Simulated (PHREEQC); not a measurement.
1.4 g of hydrous ferric oxide (600 m²/g; 0.2 weak and 0.005 strong sites per Fe, Dzombak-Morel constants, diffuse double layer) in 1 kg of water with 0.005 mol/kgw of an inert sodium salt and 0.17 mmol/kgw CuSO4 and 0.02 mmol/kgw PbCl2, at 25 °C; the pH is set by adding NaOH or the inert anion's acid. O2 is buffered at 0.21 atm. CO2 from the air is kept out. Precipitation was switched off in this run.

Computed with PHREEQC (ion-association model, wateq4f.dat).

```tsv
pH	S sorbed (%)	Cu sorbed (%)	Pb sorbed (%)	surface charge σ (C/m²)	surface potential ψ (mV)
4	100.0	9.8	82.5	0.173	186
4.5	100.0	33.9	94.7	0.123	170
5	99.9	71.1	98.3	0.084	152
6	98.1	99.2	100.0	0.034	109
6.5	?	99.9	100.0	?	85
7	57.0	100.0	100.0	0.013	62
7.5	18.1	100.0	100.0	0.007	39
8.5	0.3	100.0	100.0	-0.003	-15
9	0.0	100.0	100.0	-0.008	-43
9.5	0.0	100.0	100.0	-0.016	-70
10	0.0	100.0	100.0	-0.028	-96
11	0.0	99.9	100.0	-0.076	?
11.5	0.0	99.9	100.0	-0.124	-158
12	0.0	99.4	100.0	-0.200	-166
```

Problem. What belongs in the gaps?

Solution. 
- 6.5, S sorbed (%): 88.7
- 6.5, surface charge σ (C/m²): 0.021
- 11, surface potential ψ (mV): -141

The database's constant for dissolved Cu(OH)2 is higher than later reviews accept.
